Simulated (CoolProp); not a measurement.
A closed Brayton cycle with dry air: compressor inlet 306.15 K and 6.1 MPa, high pressure 13.3 MPa, turbine inlet 955 K, compressor efficiency 0.8, turbine efficiency 0.93, recuperator effectiveness 0.95 (on enthalpy, no pinch check). Each further row changes one setting.

Computed with CoolProp (reference Helmholtz-energy equation of state, Lemmon 2000). It is a pseudo-pure fit of the blend.

| case | thermal efficiency (%) | net work (kJ/kg) | compressor to turbine work | compressor exit (K) | turbine exit (K) |
|---|---|---|---|---|---|
| as stated | 41.6 | 88.3 | 0.53 | 402.3 | 793.2 |
| turbine inlet 905 K | 39.2 | ___ | 0.55 | 402.3 | 750.3 |
| compressor inlet 316.15 K | 40.1 | 84.8 | ___ | 415.3 | 793.2 |
| high pressure 11.3 MPa | ___ | 74.7 | 0.50 | ___ | 824.8 |
| recuperator effectiveness 0.5 | 22.0 | 88.3 | 0.53 | 402.3 | 793.2 |

Task: Fill in the missing entries.

Result: 
- turbine inlet 905 K, net work (kJ/kg): 78.6
- compressor inlet 316.15 K, compressor to turbine work: 0.54
- high pressure 11.3 MPa, thermal efficiency (%): 41.8
- high pressure 11.3 MPa, compressor exit (K): 380.3
